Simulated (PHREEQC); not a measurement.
Synthetic water in mg/L, 70 °C, pH 5.87, pe 11.5: Na 1.41; K 0.0118; Ca 0.933; Mg 0.397; Cl 3.9; S(6) as SO4 0.634; Alkalinity as HCO3 1.03; Si as SiO2 0.0105; Ba 0.0353; Cu(2) 0.0256; B 0.00181; F 0.000332.

Na is adjusted to close the charge balance.
Valence states are taken as typed.

Model: ion-association model, wateq4f.dat, run in PHREEQC.

| quantity | before | after |
|---|---|---|
| CO2 (mol/kgw) | 4.88e-5 | 1.44e-5 |
| MgSO4 (mol/kgw) | 5.91e-8 | 5.91e-8 |
| CaSO4 (mol/kgw) | 3.78e-8 | 3.78e-8 |
| CaHCO3+ (mol/kgw) | 6.98e-9 | 6.49e-9 |
| Cu(OH)2 (mol/kgw) | 4.17e-9 | 3.71e-8 |
| CuHCO3+ (mol/kgw) | 3.30e-9 | 2.73e-9 |
| SI of Tenorite (CuO) | -0.85 | +0.09 |
| SI of Cu(OH)2 (Cu(OH)2) | -1.87 | -0.92 |

### Question
What was changed between the two runs?
A) Ca from 0.933 to 0.467 mg/L
B) pH from 5.87 to 6.37 at the same alkalinity
C) temperature from 70 to 60 °C at the same typed pH
D) Si from 0.0105 to 0.0315 mg/L

### Answer
B, pH from 5.87 to 6.37 at the same alkalinity

Precipitation was switched off in this run. Some of these states are supersaturated (in Tenorite (slow to form), for instance). Constants without temperature data keep their 25 °C values here. SiF6-2 is the database's only silicon fluoride. Real BF4- forms and hydrolyses slowly; the run takes it at equilibrium.
